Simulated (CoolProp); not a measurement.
R143a at 293.15 K and 2.68 MPa is throttled through a valve to 1.01 MPa with no heat exchange. Each further row changes one setting.

Model: reference Helmholtz-energy equation of state, Lemmon and Jacobsen 2000, in CoolProp.

```csv
case,temperature change (K),final phase,final density (kg/m³)
as stated,(withheld),(withheld),(withheld)
outlet pressure 0.303 MPa,-41.1,(withheld),(withheld)
outlet pressure 1.31 MPa,(withheld),(withheld),(withheld)
```

**Question.** Fill in the missing entries.

**Answer.** 
- as stated, temperature change (K): -3.3
- as stated, final phase: two-phase, vapour fraction 0.029
- as stated, final density (kg/m³): 608
- outlet pressure 0.303 MPa, final phase: two-phase, vapour fraction 0.296
- outlet pressure 0.303 MPa, final density (kg/m³): 44.3
- outlet pressure 1.31 MPa, temperature change (K): -0.2
- outlet pressure 1.31 MPa, final phase: liquid
- outlet pressure 1.31 MPa, final density (kg/m³): 954
